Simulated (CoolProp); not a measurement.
cis-2-butene at 298.15 K and 0.0183 MPa is throttled through a valve to 0.0107 MPa with no heat exchange. Each further row changes one setting.

Computed with CoolProp (reference Helmholtz-energy equation of state, Lemmon 2005). It is a short technical equation, of lower accuracy than the large ones.

```tsv
case	temperature change (K)	final density (kg/m³)
as stated	[?]	[?]
outlet pressure 0.00321 MPa	[?]	[?]
outlet pressure 0.0139 MPa	[?]	[?]
```

Some entries are withheld; supply them.


- as stated, temperature change (K): -0.2
- as stated, final density (kg/m³): 0.243
- outlet pressure 0.00321 MPa, temperature change (K): -0.5
- outlet pressure 0.00321 MPa, final density (kg/m³): 0.0728
- outlet pressure 0.0139 MPa, temperature change (K): -0.1
- outlet pressure 0.0139 MPa, final density (kg/m³): 0.316
